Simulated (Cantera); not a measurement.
# Thermodynamics of tantalum, niobium, vanadium and zirconium in process gases, feed V + N₂O + H₂

Charge: 1 mol V, 0.54 mol N₂O, 18 mol H₂, equilibrated at 530 Pa.

Cantera equilibrium calculation (NASA polynomials, part measured and part estimated; ideal gas, pure solids and liquids). Candidate condensed phases: H₂O, V, VN, VO, V₂O₃, V₂O₄, V₂O₅; 28 gas species. Mutual solubility and eutectic melting of coexisting phases are not modelled. VN, VO: taken at fixed stoichiometry. Condensed phases not in the tables: the oxides between V₂O₃ and V₂O₅ other than VO₂, solid solutions among these carbides, nitrides and lower oxides, V₂N, N, O or C dissolved in the metal. Kinetics and transport are ignored.

From 750 K to 1150 K the condensed part is VN(s) + V₂O₃(s). From 1350 K to 1750 K the condensed part is VN(s) + VO(s). At 1950 K the condensed part is V(s) + VO(s). At 2150 K the condensed part is V(s) + VO(l). From 2350 K to 2750 K nothing is condensed.

```tsv
T (K)	x H₂	x H	x N₂	x V	x VO	n VN(s)	n V₂O₃(s)	n VO(s)	n V(s)	n VO(l)
750	0.988	4.32e-12	0.0120	<1e-12	<1e-12	0.642	0.179	0	0	0
950	0.988	7.59e-9	0.0120	<1e-12	<1e-12	0.643	0.178	0	0	0
1150	0.988	1.02e-6	0.0120	<1e-12	<1e-12	0.644	0.178	0	0	0
1350	0.983	3.25e-5	0.0168	1.96e-12	8.61e-11	0.465	0	0.535	0	0
1550	0.983	0.000429	0.0168	7.74e-9	3.96e-8	0.463	0	0.537	0	0
1750	0.980	0.00316	0.0169	4.47e-6	4.24e-6	0.462	0	0.538	0	0
1950	0.955	0.0154	0.0289	0.000200	0.000166	0	0	0.532	0.461	0
2150	0.910	0.0552	0.0281	0.00357	0.00276	0	0	0	0.406	0.468
2350	0.775	0.151	0.0256	0.0249	0.0202	0	0	0	0	0
2550	0.601	0.332	0.0230	0.0232	0.0174	0	0	0	0	0
2750	0.370	0.572	0.0197	0.0207	0.0140	0	0	0	0	0
```
x: gas mole fraction; n: condensed amount in mol.
